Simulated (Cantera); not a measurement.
Charge: 1 mol Fe₂O₃, 0.31 mol CH₄, 0.29 mol H₂, at 1000 Pa.

Cantera equilibrium calculation (NASA polynomials, part measured and part estimated; ideal gas, pure solids and liquids). Candidate condensed phases: C, C₆H₆, C₇H₈, C₈H₁₈, Fe, Fe(CO)₅, FeO, Fe(OH)₂, Fe(OH)₃, Fe₂O₃, Fe₃O₄, H₂O; 114 gas species. The tables' stoichiometric FeO is somewhat more stable than real wüstite, so its field is too wide. FeO: taken at fixed stoichiometry. Equilibrium is a limit: real reactors are often held back by kinetics, nucleation or transport. All values below are at 1825 °C.

Base state: H₂O 0.489, H₂ 0.223, CO 0.170, CO₂ 0.0757, Fe 0.0225, H 0.0145, OH 0.00378, FeO 0.00123 (mole fractions); condensed: FeO(l).

What changes in the equilibrium state with this change: CH₄ from 0.31 to 0.68 mol?


| species | before | after |
|---|---|---|
| H₂ | 0.223 | 0.416 |
| CO | 0.170 | 0.236 |
| H₂O | 0.489 | 0.200 |
| Fe | 0.0225 | 0.103 |
| CO₂ | 0.0757 | 0.0229 |
| H | 0.0145 | 0.0199 |
| O₂ | 0.000165 | 7.89e-6 |
| O | 0.000176 | 3.85e-5 |
| OH | 0.00378 | 0.00113 |
| Fe(OH)₂ | 0.000293 | 0.000120 |
| FeO(l), mol | 1.97 | 1.73 |
